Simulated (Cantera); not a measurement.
Mixture: CO : H₂ : CH₄ : O₂ : N₂ : CO₂ = 1 : 0.68 : 0.28 : 0.933 : 3.51 : 0.5 (molar parts), at 1.10 bar, adiabatic and at constant volume. Ignition delay is the time to a rise of 400 K.

Computed with Cantera and GRI-Mech 3.0 (53 species, 325 reactions).

Q: Predict: delay at 1200 K; delay at 1275 K; delay at 1350 K; delay at 1425 K; delay at 1500 K; delay at 1575 K; apparent activation energy between 1425 and 1575 K.

A: 
```
Property                                                Value
--------------------------------------------------  ---------
delay at 1200 K                                      0.294 ms
delay at 1275 K                                      0.167 ms
delay at 1350 K                                      0.104 ms
delay at 1425 K                                       69.3 µs
delay at 1500 K                                       49.0 µs
delay at 1575 K                                       36.2 µs
apparent activation energy between 1425 and 1575 K  81 kJ/mol
```
